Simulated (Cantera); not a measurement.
# Equilibrium for tantalum, niobium, vanadium and zirconium in process gases: V + NH₃ + N₂

Feed: 1 mol V, 1.1 mol NH₃, 0.51 mol N₂, held at 2700 Pa.

Cantera equilibrium calculation (NASA polynomials, part measured and part estimated; ideal gas, pure solids and liquids). Candidate condensed phases: V, VN; 11 gas species. VN: taken at fixed stoichiometry. Condensed phases not in the tables: V₂N, N, O or C dissolved in the metal. Kinetics and transport are ignored.

From 1373 K to 2073 K the condensed part is VN(s). At 2173 K the condensed part is V(s). From 2273 K to 2473 K the condensed part is V(l).

```tsv
T (K)	log p H₂	log p N₂	log p H	log p V	n VN(s)	n V(s)	n V(l)
1373	-1.70	-2.16	-6.33	<-13	1.00	0	0
1473	-1.70	-2.16	-5.75	-12.60	1.00	0	0
1573	-1.70	-2.16	-5.24	-10.98	1.00	0	0
1673	-1.70	-2.16	-4.79	-9.55	1.00	0	0
1773	-1.70	-2.17	-4.39	-8.29	1.00	0	0
1873	-1.70	-2.17	-4.04	-7.17	1.000	0	0
1973	-1.70	-2.17	-3.72	-6.16	1.000	0	0
2073	-1.70	-2.17	-3.43	-5.25	1.000	0	0
2173	-1.80	-1.98	-3.22	-4.59	0	0.997	0
2273	-1.81	-1.99	-2.98	-4.09	0	0	0.992
2373	-1.83	-1.99	-2.77	-3.63	0	0	0.975
2473	-1.86	-2.01	-2.58	-3.21	0	0	0.933
```
log p: log10 of the partial pressure in bar; n: condensed amount in mol.
